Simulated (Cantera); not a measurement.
Input (Python, Cantera):

```python
import numpy as np
import cantera as ct

gas = ct.Solution("gri30.yaml")
gas.TPX = 2725, 1100, {'CH4': 0.0023, 'H2': 1, 'O2': 0.0019}
reactor = ct.IdealGasConstPressureReactor(gas, energy="off", clone=False)
net = ct.ReactorNet([reactor])
net.rtol, net.atol = 1e-08, 1e-18
show = ['CH4', 'H2', 'O2', 'C2H4', 'C2H', 'C2H2']
times = np.geomspace(7e-05, 90, 9)

steps = ct.SolutionArray(gas, extra=["t"])
rows = []
print(f"{'t/s':>10s}{'T/K':>9s}{'P/Pa':>11s}" + "".join(f"{s:>11s}" for s in show))
for t in times:
    while net.time < t:
        t_next = net.step()
        steps.append(gas.state, t=t_next)
    rows.append([np.interp(t, steps.t, y) for y in (steps.T, steps.P, *steps(*show).X.T)])
    print(f"{t:10.3e}{rows[-1][0]:9.1f}{rows[-1][1]:11.4g}" + "".join(f"{x:11.3e}" for x in rows[-1][2:]))
rate = np.gradient(steps.T, steps.t)
print("integrator steps:", len(steps.t))
if steps.T.max() > steps.T[0] + 200:
    print(f"time of steepest temperature rise: {steps.t[rate.argmax()]:.4e} s")
gas.TPX = 2725, 1100, {'CH4': 0.0023, 'H2': 1, 'O2': 0.0019}
gas.equilibrate("TP")
print(f"equilibrium (TP): T = {gas.T:.1f} K  " + "  ".join(f"{s} {gas[s].X[0]:.3e}" for s in show))
```

Output:

```
       t/s      T/K       P/Pa        CH4         H2         O2       C2H4        C2H       C2H2
 7.000e-05   2725.0       1100  2.223e-03  9.951e-01  1.859e-03  6.990e-09  2.066e-13  2.535e-09
 4.062e-04   2725.0       1100  2.074e-03  9.905e-01  1.379e-03  1.337e-07  1.868e-10  3.439e-07
 2.357e-03   2725.0       1100  1.503e-03  9.717e-01  3.722e-07  1.308e-06  1.348e-07  5.279e-05
 1.368e-02   2725.0       1100  2.017e-04  9.340e-01  3.440e-09  2.681e-07  5.428e-06  7.485e-04
 7.937e-02   2725.0       1100  9.276e-06  8.584e-01  6.165e-09  8.767e-09  3.412e-06  1.919e-04
 4.606e-01   2725.0       1100  3.546e-13  6.517e-01  3.118e-08  1.033e-20  1.334e-16  2.275e-15
 2.673e+00   2725.0       1100  6.372e-14  5.520e-01  6.076e-08  9.479e-22  3.990e-17  4.470e-16
 1.551e+01   2725.0       1100  6.349e-14  5.518e-01  6.084e-08  9.431e-22  3.980e-17  4.454e-16
 9.000e+01   2725.0       1100  6.349e-14  5.518e-01  6.084e-08  9.431e-22  3.980e-17  4.454e-16
integrator steps: 2181
equilibrium (TP): T = 2725.0 K  CH4 6.397e-14  H2 5.518e-01  O2 6.084e-08  C2H4 9.496e-22  C2H 4.007e-17  C2H2 4.485e-16
```

Model: GRI-Mech 3.0 (53 species, 325 reactions), integrated in Cantera. Radical loss at walls, strong at low pressure, is not modelled.
